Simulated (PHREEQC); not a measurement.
Alkaline etch or developer: an equilibrium model

Make-up at 25 °C: 1.87 mol KOH per kg of water. Closed to the air; pH follows from the charge balance.

All values are PHREEQC results (ion-association model, phreeqc.dat), not measurements.

- pH: 14.02
- ionic strength: 1.87 mol/kgw
- activity of water: 0.936
- density: 1.083 g/cm³
- total alkalinity: 1870 meq/kg

```
species  molality  activity   log γ
-------  --------  --------  ------
OH-          1.87      1.00  -0.271
K+           1.87      1.07  -0.243
```

Precipitation was switched off in this run. Caution: at this ionic strength the ion-association model is outside its range; a Pitzer model would be the better tool where its parameters exist.
